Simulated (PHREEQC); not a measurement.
Consider water at 20 °C and 100 atm with 0.0075 mol Fe2(SO4)3, 0.017 mol (CH3)4NF and 0.00072 mol CaSO4 per kg of water. Closed to the air; pH follows from the charge balance.

All values are PHREEQC results (ion-association model, phreeqc.dat), not measurements.

This is a speciation only: nothing precipitates in the calculation.

Q: Estimate the pH, ionic strength.

A: pH 3.27; ionic strength 0.0642 mol/kgw.

Q: In which forms is S present?

A: SO4-2 81 %, FeSO4+ 12 %, Fe(SO4)2- 4.4 %, HSO4- 1.8 %, CaSO4 1.1 % of the S.

Examples of supersaturated solids here: Hematite (slow to form), Goethite (slow to form). Others may be too. Under pressure, the constants of complexes without a molar volume in the database are unreliable. (CH3)4N+ isn't in the database: it is added as a free cation with an ion size of 4 Å. Fluoro complexes past AlF4- and FeF3 are missing from the database.
